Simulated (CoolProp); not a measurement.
Vapour-liquid equilibrium of acetone (1) + toluene (2) at 114.65 °C; x and y are mole fractions of (1).

The numbers come from the multi-fluid Helmholtz-energy mixture model, Lemmon 2006 and Lemmon 2006; pair parameters Bell 2016 in CoolProp.

```json
[
 {"x": "0.05", "bubble pressure (kPa)": "146.1", "y at the bubble point": "0.250", "dew pressure at overall composition x (kPa)": "118.9", "liquid density (mol/L)": "8.525"},
 {"x": "0.2", "bubble pressure (kPa)": "227.1", "y at the bubble point": "0.570", "dew pressure at overall composition x (kPa)": "138.2", "liquid density (mol/L)": "8.887"},
 {"x": "0.35", "bubble pressure (kPa)": "292.2", "y at the bubble point": "0.709", "dew pressure at overall composition x (kPa)": "164.8", "liquid density (mol/L)": "9.284"},
 {"x": "0.5", "bubble pressure (kPa)": "349.4", "y at the bubble point": "0.797", "dew pressure at overall composition x (kPa)": "203.1", "liquid density (mol/L)": "9.723"},
 {"x": "0.65", "bubble pressure (kPa)": "403.5", "y at the bubble point": "0.865", "dew pressure at overall composition x (kPa)": "261.1", "liquid density (mol/L)": "10.21"},
 {"x": "0.8", "bubble pressure (kPa)": "457.9", "y at the bubble point": "0.925", "dew pressure at overall composition x (kPa)": "351.5", "liquid density (mol/L)": "10.76"},
 {"x": "0.95", "bubble pressure (kPa)": "514.5", "y at the bubble point": "0.981", "dew pressure at overall composition x (kPa)": "482.6", "liquid density (mol/L)": "11.38"}
]
```

No azeotrope shows between x = 0.05 and 0.95.

Pair parameters are fitted to limited data, so mixtures are less certain than the pure fluids.
